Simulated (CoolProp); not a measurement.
Propyne at several states: density (kg/m³) from the reference equation and from simpler models built on Tc = 402.7 K, pc = 5.658 MPa, ω = 0.204; each cubic takes its own stable root.

The numbers come from the reference Helmholtz-energy equation of state, Polt 1992 in CoolProp. This equation is an older, rougher fit; its heat capacities, sound speeds and derivatives of the liquid may be far off and weren't checked against measurements.

```json
[
 {"T (K)": "367.2", "p (MPa)": "0.0125", "phase": "gas", "reference": "0.1642", "Redlich-Kwong": "0.1642", "Soave-Redlich-Kwong": "0.1642"},
 {"T (K)": "442.4", "p (MPa)": "2.85", "phase": "gas", "reference": "36.03", "Redlich-Kwong": "36.13", "Soave-Redlich-Kwong": "35.85"},
 {"T (K)": "449.6", "p (MPa)": "0.216", "phase": "gas", "reference": "2.337", "Redlich-Kwong": "2.337", "Soave-Redlich-Kwong": "2.336"},
 {"T (K)": "436.6", "p (MPa)": "2.27", "phase": "gas", "reference": "28.28", "Redlich-Kwong": "28.31", "Soave-Redlich-Kwong": "28.17"},
 {"T (K)": "378.8", "p (MPa)": "5.94", "phase": "liquid", "reference": "465.9", "Redlich-Kwong": "389.1", "Soave-Redlich-Kwong": "400.7"}
]
```
